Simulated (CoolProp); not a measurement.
Vapour-liquid equilibrium of R134a (1) + R123 (2) at 0.877 MPa; x and y are mole fractions of (1).

Computed with CoolProp (multi-fluid Helmholtz-energy mixture model, Tillner-Roth 1994 and Younglove 1994; pair parameters Bell 2016).

```
x     bubble temperature (K)  y at the bubble point  dew temperature at overall composition x (K)  liquid density (mol/L)
----  ----------------------  ---------------------  --------------------------------------------  ----------------------
0.05                   370.0             (withheld)                                         375.9                   8.268
0.15              (withheld)                  0.436                                         371.3                   8.685
0.25                   345.2                  0.604                                         366.3                   9.057
0.35                   336.6                  0.714                                    (withheld)                   9.396
0.45              (withheld)                  0.790                                         355.3                   9.712
0.55                   324.4                  0.845                                         348.9                   10.01
0.65                   319.9                  0.887                                         341.7                   10.31
0.75                   316.1                  0.923                                         333.5              (withheld)
0.85              (withheld)                  0.954                                         323.9                   10.94
0.95                   309.3                  0.985                                         313.1                   11.28
```

Q: Fill in the missing entries.

A: 
- 0.05, y at the bubble point: 0.176
- 0.15, bubble temperature (K): 356.1
- 0.35, dew temperature at overall composition x (K): 361.0
- 0.45, bubble temperature (K): 329.9
- 0.75, liquid density (mol/L): 10.62
- 0.85, bubble temperature (K): 312.6

No azeotrope shows between x = 0.05 and 0.95.

Pair parameters are fitted to limited data, so mixtures are less certain than the pure fluids. The gap from Raoult's law changes sign with composition, which may be real or a fault of the pair parameters; it wasn't checked against measurements.
